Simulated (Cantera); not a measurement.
A perfectly stirred reactor is fed with 6.56 % CH4, 18.0 % O2, 67.6 % N2, 7.87 % H2O, equivalence ratio 0.73, at 1.97 atm; it is adiabatic with a 775 K inlet, and is followed from long to short residence time, starting on the burning branch (τ in s: 0.068, 0.037, 0.02, 0.011, 0.0061, 0.0033, 0.0018, 0.001, 0.00054, 0.0003, 0.00016, 8.9e-05).

Detailed kinetics in Cantera: GRI-Mech 3.0 (53 species, 325 reactions).

Task: Predict: blow-out, bracketed by the residence times tried; x(CH4) at τ = 68.0 ms; x(O2) at τ = 68.0 ms; x(H2O) at τ = 68.0 ms; x(H2) at τ = 68.0 ms; x(CH2O) at τ = 68.0 ms; x(CH4) at τ = 1.80 ms; x(O2) at τ = 1.80 ms; x(H2O) at τ = 1.80 ms; x(H2) at τ = 1.80 ms; x(CH2O) at τ = 1.80 ms.

Result: 
| Item | Value |
|---|---|
| blow-out, bracketed by the residence times tried | burning at 89.0 µs, the shortest tried |
| x(CH4) at τ = 68.0 ms | 2.88e-6 |
| x(O2) at τ = 68.0 ms | 0.0480 |
| x(H2O) at τ = 68.0 ms | 0.208 |
| x(H2) at τ = 68.0 ms | 0.000508 |
| x(CH2O) at τ = 68.0 ms | 4.09e-7 |
| x(CH4) at τ = 1.80 ms | 5.24e-5 |
| x(O2) at τ = 1.80 ms | 0.0494 |
| x(H2O) at τ = 1.80 ms | 0.204 |
| x(H2) at τ = 1.80 ms | 0.00179 |
| x(CH2O) at τ = 1.80 ms | 8.12e-6 |
